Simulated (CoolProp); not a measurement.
n-perfluoropentane at several states: Z from the reference equation and from simpler models built on Tc = 147.9 °C, pc = 2.063 MPa, ω = 0.436; each cubic takes its own stable root.

Values from CoolProp's reference Helmholtz-energy equation of state, Gao 2022.

```tsv
T (°C)	p (MPa)	phase	reference	van der Waals	Peng-Robinson
-39.45	0.0818	liquid	0.006735	0.9525	0.006447
122.95	1.03	gas	0.7268	0.7906	0.7185
65.25	0.0203	gas	0.9928	0.9951	0.9924
159.35	0.812	gas	0.8660	0.8786	0.8544
10.95	2.06	liquid	0.1514	0.2467	0.1433
```

At some of these states van der Waals gives the other phase, because its saturation line lies elsewhere.
